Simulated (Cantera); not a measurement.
Cantera run:

```python
import numpy as np
import cantera as ct

gas_names = """
    Fe FeO N NO NO2 NO3 N2 N2O O O2 O3 S SN SO SO2 SO3 S2 S2O S8
""".split()
cond_names = """
    Fe(a) Fe(c) Fe(d) Fe(L) FeO(s) FeO(L) FeS(a) FeS(b) FeS(c) FeS(L) FeSO4(s) FeS2(s) Fe2O3(s)
    Fe2S3O12(s) Fe3O4(s) S(cr1) S(cr2) S(L)
""".split()


# ... load() reads the species with a 1 bar reference pressure and builds the phases ...
atoms = {
    'Fe2O3': {'Fe': 2, 'O': 3},
    'SO2': {'S': 1, 'O': 2},
    'N2': {'N': 2},
}
top_T = {'FeSO4(s)': 950, 'FeS2(s)': 1010, 'Fe2O3(s)': 1830, 'Fe2S3O12(s)': 1100, 'Fe3O4(s)': 1870}  # K; cautious upper limits of use, not melting points


# ... equilibrate(T, P, feed) seeds the gas with the atoms and calls Mixture.equilibrate('TP', solver="vcs", rtol=1e-11, max_steps=5000) ...
results = []
feed = {'Fe2O3': 1, 'SO2': 0.061, 'N2': 0.76}  # mol
P = 100000  # Pa
for T in [1423, 1448, 1473, 1498, 1523, 1548, 1573, 1598, 1623, 1648]:
    mix = equilibrate(T, P, feed)
    results.append((T, P, feed, dict(zip(mix.species_names, mix.species_moles))))
    x = sorted(zip(gas.X, gas.species_names), reverse=True)
    print(f"T = {T:g} K  P = {P:g} Pa  gas = {mix.phase_moles(0):.4g} mol")
    print("   x: " + "  ".join(f"{s} {v:.3e}" for v, s in x if v > 1e-06))
    print("   condensed (mol): " + ("  ".join(f"{mix.phase(i).name} {mix.phase_moles(i):.4g}"
          for i in range(1, mix.n_phases) if mix.phase_moles(i) > 1e-12) or "none"))
```

Result:

```
T = 1423 K  P = 100000 Pa  gas = 0.8216 mol
   x: N2 9.250e-01  SO2 7.413e-02  O2 6.996e-04  SO3 1.110e-04  NO 5.145e-05
   condensed (mol): Fe2O3(s) 0.9962  Fe3O4(s) 0.002566
T = 1448 K  P = 100000 Pa  gas = 0.8222 mol
   x: N2 9.243e-01  SO2 7.406e-02  O2 1.384e-03  SO3 1.356e-04  NO 8.266e-05
   condensed (mol): Fe2O3(s) 0.9926  Fe3O4(s) 0.004909
T = 1473 K  P = 100000 Pa  gas = 0.8233 mol
   x: N2 9.231e-01  SO2 7.393e-02  O2 2.673e-03  SO3 1.644e-04  NO 1.306e-04
   condensed (mol): Fe2O3(s) 0.9861  Fe3O4(s) 0.009288
T = 1498 K  P = 100000 Pa  gas = 0.8253 mol
   x: N2 9.208e-01  SO2 7.372e-02  O2 5.050e-03  NO 2.031e-04  SO3 1.978e-04
   condensed (mol): Fe2O3(s) 0.974  Fe3O4(s) 0.01733
T = 1523 K  P = 100000 Pa  gas = 0.8289 mol
   x: N2 9.168e-01  SO2 7.336e-02  O2 9.338e-03  NO 3.109e-04  SO3 2.360e-04
   condensed (mol): Fe2O3(s) 0.9522  Fe3O4(s) 0.03187
T = 1548 K  P = 100000 Pa  gas = 0.8353 mol
   x: N2 9.096e-01  SO2 7.275e-02  O2 1.692e-02  NO 4.685e-04  SO3 2.790e-04
   condensed (mol): Fe2O3(s) 0.9133  Fe3O4(s) 0.05779
T = 1573 K  P = 100000 Pa  gas = 0.8468 mol
   x: N2 8.972e-01  SO2 7.171e-02  O2 3.008e-02  NO 6.946e-04  SO3 3.260e-04  O 1.811e-06  NO2 1.143e-06
   condensed (mol): Fe2O3(s) 0.8446  Fe3O4(s) 0.1036
T = 1598 K  P = 100000 Pa  gas = 0.8669 mol
   x: N2 8.761e-01  SO2 6.999e-02  O2 5.249e-02  NO 1.012e-03  SO3 3.750e-04  O 3.244e-06  NO2 2.055e-06
   condensed (mol): Fe2O3(s) 0.7234  Fe3O4(s) 0.1844
T = 1623 K  P = 100000 Pa  gas = 0.9029 mol
   x: N2 8.410e-01  O2 8.999e-02  SO2 6.714e-02  NO 1.443e-03  SO3 4.219e-04  O 5.705e-06  NO2 3.595e-06
   condensed (mol): Fe2O3(s) 0.5074  Fe3O4(s) 0.3284
T = 1648 K  P = 100000 Pa  gas = 0.969 mol
   x: N2 7.833e-01  O2 1.517e-01  SO2 6.249e-02  NO 2.004e-03  SO3 4.583e-04  O 9.862e-06  NO2 6.082e-06
   condensed (mol): Fe2O3(s) 0.1107  Fe3O4(s) 0.5929
```

Cantera equilibrium calculation (NASA polynomials, part measured and part estimated; ideal gas, pure solids and liquids). Mutual solubility and eutectic melting of coexisting phases are not modelled.
